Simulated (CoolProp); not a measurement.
Vapour-liquid equilibrium of C2F6 (R116) (1) + propane (2) at 0.482 MPa; x and y are mole fractions of (1).

The numbers come from the multi-fluid Helmholtz-energy mixture model, Lemmon 2006 and Lemmon 2009; pair parameters Bell 2016 in CoolProp.

| x | bubble temperature, mixture model (K) | bubble temperature, Raoult's law (K) | y, mixture model | y, Raoult's law |
|---|---|---|---|---|
| 0.05 | 255.9 | 269.2 | 0.435 | 0.172 |
| 0.15 | 240.5 | 261.7 | 0.693 | 0.419 |
| 0.25 | 236.0 | 255.6 | 0.752 | 0.585 |
| 0.35 | 234.5 | 250.5 | 0.772 | 0.701 |
| 0.45 | 233.8 | 246.1 | 0.783 | 0.785 |
| 0.55 | 233.1 | 242.4 | 0.796 | 0.848 |
| 0.65 | 232.3 | 239.1 | 0.815 | 0.897 |
| 0.75 | 231.5 | 236.1 | 0.845 | 0.935 |
| 0.85 | 230.7 | 233.5 | 0.890 | 0.965 |
| 0.95 | 230.1 | 231.1 | 0.956 | 0.989 |

The largest gap from Raoult's law is -21.2 K in bubble temperature, at x = 0.15. No azeotrope shows between x = 0.05 and 0.95.

Pair parameters are fitted to limited data, so mixtures are less certain than the pure fluids. With so large a gap from Raoult's law the liquid may split in two, which this calculation doesn't test in full.
